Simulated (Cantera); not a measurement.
What does this Cantera script print?

```python
import numpy as np
import cantera as ct

gas_names = """
    C CO COS CO2 CS CS2 C2 C2O C3 C3O2 C4 C5 Fe FeC5O5 FeO O O2 O3 S SO SO2 SO3 S2 S2O S8
""".split()
cond_names = """
    C(gr) Fe(a) Fe(c) Fe(d) Fe(L) FeC5O5(L) FeO(s) FeO(L) FeS(a) FeS(b) FeS(c) FeS(L) FeSO4(s) FeS2(s)
    Fe2O3(s) Fe2S3O12(s) Fe3O4(s) S(cr1) S(cr2) S(L)
""".split()


# ... load() reads the species with a 1 bar reference pressure and builds the phases ...
atoms = {
    'FeS': {'Fe': 1, 'S': 1},
    'SO3': {'S': 1, 'O': 3},
    'CO2': {'C': 1, 'O': 2},
    'O2': {'O': 2},
}
top_T = {'C(gr)': 4500, 'FeSO4(s)': 950, 'FeS2(s)': 1010, 'Fe2O3(s)': 1830, 'Fe2S3O12(s)': 1100, 'Fe3O4(s)': 1870}  # K; cautious upper limits of use, not melting points


# ... equilibrate(T, P, feed) seeds the gas with the atoms and calls Mixture.equilibrate('TP', solver="vcs", rtol=1e-11, max_steps=5000) ...
results = []
feed = {'FeS': 1, 'SO3': 0.06, 'CO2': 1.9, 'O2': 0.41}  # mol
P = 1333.22  # Pa
for T in [700, 800, 900, 1000, 1100, 1200, 1300, 1400, 1500, 1600, 1700, 1800, 1900]:
    mix = equilibrate(T, P, feed)
    results.append((T, P, feed, dict(zip(mix.species_names, mix.species_moles))))

top = {s: max(r[3][s] / sum(r[3][g] for g in gas_names) for r in results) for s in gas_names}
cols = sorted((s for s in top if top[s] > 0.0001), key=lambda s: -top[s])[:6]
seen = [c for c in cond_names if any(r[3].get(c, 0) > 1e-12 for r in results)]
print("log10 of partial pressures in bar; condensed amounts in mol")
print(f"{'T/K':>10s}" + "".join(f"{s[:9]:>10s}" for s in cols + seen))
for T, P, feed, n in results:
    ng = sum(n[g] for g in gas_names)
    print(f"{T:10.4g}" + "".join(f"{np.log10(max(n[s] / ng * P / 1e5, 1e-99)):10.3f}" for s in cols)
          + "".join(f"{n.get(c, 0):10.4g}" for c in seen))
```

Output:

```
log10 of partial pressures in bar; condensed amounts in mol
       T/K       CO2        CO       SO2        S2        SO         S    FeO(s)    FeO(L)    FeS(c)   FeS2(s)  Fe3O4(s)
       700    -1.906    -6.739    -3.039    -5.544    -9.810   -15.755         0         0         0    0.4596    0.1801
       800    -1.944    -5.667    -2.722    -4.290    -8.203   -13.121         0         0    0.7252         0    0.0916
       900    -1.945    -4.856    -2.730    -4.022    -7.257   -11.424         0         0    0.7155         0   0.09482
      1000    -1.948    -4.208    -2.739    -3.802    -6.501   -10.061         0         0    0.7001         0   0.09995
      1100    -1.955    -3.684    -2.747    -3.620    -5.882    -8.944         0         0    0.6756         0    0.1081
      1200    -1.973    -3.261    -2.748    -3.463    -5.362    -8.009         0         0    0.6358         0    0.1214
      1300    -2.024    -2.912    -2.719    -3.153    -4.864    -7.129    0.5373         0    0.4627         0         0
      1400    -2.104    -2.632    -2.739    -2.909    -4.465    -6.385    0.7508         0    0.2492         0         0
      1500    -2.214    -2.446    -2.756    -2.753    -4.132    -5.767         1         0         0         0         0
      1600    -2.287    -2.360    -2.675    -2.821    -3.845    -5.328         1         0         0         0         0
      1700    -2.366    -2.295    -2.619    -2.898    -3.603    -4.950         0    0.9998         0         0         0
      1800    -2.446    -2.248    -2.581    -2.985    -3.399    -4.622         0    0.9988         0         0         0
      1900    -2.526    -2.215    -2.559    -3.087    -3.229    -4.340         0    0.9946         0         0         0
```

Equilibrium computed with Cantera from the NASA thermochemical tables; the gas is ideal and each condensed phase is pure. Metal and sulfide melt together well below either melting point, which pure phases cannot show. Mutual solubility and eutectic melting of coexisting phases are not modelled. The tables' stoichiometric FeO is somewhat more stable than real wüstite, so its field is too wide. FeO, FeS: taken at fixed stoichiometry. Gases not in the tables: S3 to S7.
